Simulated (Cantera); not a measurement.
A perfectly stirred reactor is fed with 81.0 % CH4, 19.0 % H2, at 100000 Pa; it is held at 1775 K, and followed from long to short residence time.

Cantera simulation using GRI-Mech 3.0 (53 species, 325 reactions); the numbers are that mechanism's predictions, not measurements. GRI-Mech 3.0 stops at C3 and has no aromatics, soot or wall deposition, so with more carbon than oxygen in the feed, carbon stays in small species such as C2H2 where larger ones or solid carbon would form.

Predict: x(CH4) at τ = 13.0 s; x(H2) at τ = 13.0 s; x(C2H) at τ = 13.0 s; x(CH2) at τ = 13.0 s; x(C2H4) at τ = 13.0 s; x(CH4) at τ = 0.280 s; x(H2) at τ = 0.280 s; x(C2H) at τ = 0.280 s; x(CH2) at τ = 0.280 s; x(C2H4) at τ = 0.280 s.


```
Quantity                 Result
----------------------  -------
x(CH4) at τ = 13.0 s     0.0225
x(H2) at τ = 13.0 s       0.759
x(C2H) at τ = 13.0 s    5.61e-7
x(CH2) at τ = 13.0 s    5.56e-8
x(C2H4) at τ = 13.0 s   0.00450
x(CH4) at τ = 0.280 s    0.0547
x(H2) at τ = 0.280 s      0.735
x(C2H) at τ = 0.280 s   5.16e-7
x(CH2) at τ = 0.280 s   1.16e-7
x(C2H4) at τ = 0.280 s  0.00436
```
